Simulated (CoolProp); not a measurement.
Vapour-liquid equilibrium of C3F8 (R218) (1) + c-C4F8 (RC318) (2) at 0.105 MPa; x and y are mole fractions of (1).

Computed with CoolProp (multi-fluid Helmholtz-energy mixture model, Lemmon 2006 and Platzer 1990; pair parameters Bell 2016). This equation is an older, rougher fit; its heat capacities, sound speeds and derivatives of the liquid may be far off and weren't checked against measurements.

| x | bubble temperature (°C) | y at the bubble point | dew temperature at overall composition x (°C) | liquid density (mol/L) |
|---|---|---|---|---|
| 0.05 | -5.9 | (withheld) | -5.6 | 8.087 |
| 0.2 | -9.6 | 0.353 | -7.3 | (withheld) |
| 0.35 | -15.0 | 0.606 | -9.5 | (withheld) |
| 0.5 | -20.9 | 0.788 | -12.4 | 8.400 |
| 0.65 | -26.5 | 0.898 | -16.2 | 8.484 |
| 0.8 | -31.2 | 0.959 | -21.4 | (withheld) |
| 0.95 | -34.9 | 0.993 | -30.3 | 8.556 |

What belongs in the gaps?


- 0.05, y at the bubble point: 0.080
- 0.2, liquid density (mol/L): 8.185
- 0.35, liquid density (mol/L): 8.294
- 0.8, liquid density (mol/L): 8.538

No azeotrope shows between x = 0.05 and 0.95.

The pair parameters rest on a limited set of measurements; away from them the model extrapolates.
